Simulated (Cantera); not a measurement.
Charge: 1 mol B2H6, 1.9 mol O2, 74 mol H2, held at 1000 Pa.

Equilibrium computed with Cantera from the NASA thermochemical tables; the gas is ideal and each condensed phase is pure. Candidate condensed phases: B, B2O3, B3O3H3, H2O; 23 gas species. The feed counts by its element totals alone. Gases not in the tables: H3BO3. Kinetics and transport are ignored.

x: gas mole fraction; n: condensed amount in mol.

```csv
T (K),x H2,x HBO2,x H2O,x H,x HBO,x B2O3,n B2O3(l)
823,0.990,2.81e-7,0.0104,7.30e-11,6.41e-12,<1e-12,0.999
923,0.990,4.62e-6,0.0104,2.43e-9,6.82e-10,6.09e-12,0.999
1023,0.990,4.27e-5,0.0104,4.12e-8,2.83e-8,9.82e-10,0.998
1123,0.989,0.000260,0.0103,4.24e-7,5.93e-7,6.19e-8,0.990
1223,0.989,0.00114,0.00982,2.99e-6,7.54e-6,1.92e-6,0.956
1323,0.988,0.00373,0.00854,1.58e-5,6.77e-5,3.48e-5,0.851
1423,0.984,0.00914,0.00601,6.59e-5,0.000493,0.000410,0.595
1523,0.974,0.0165,?,?,?,0.00305,0
1623,0.972,0.0158,?,?,?,0.00287,0
1723,0.970,0.0150,0.00539,0.00180,0.00491,0.00264,0
1823,0.966,0.0141,0.00649,0.00426,0.00596,0.00237,0
1923,0.960,0.0132,0.00772,0.00923,0.00688,0.00206,0
```

**Question.** What belongs in the gaps?

**Answer.** 
- 1523, x H2O: 0.00351
- 1523, x H: 0.000228
- 1523, x HBO: 0.00288
- 1623, x H2O: 0.00439
- 1623, x H: 0.000682
- 1623, x HBO: 0.00386
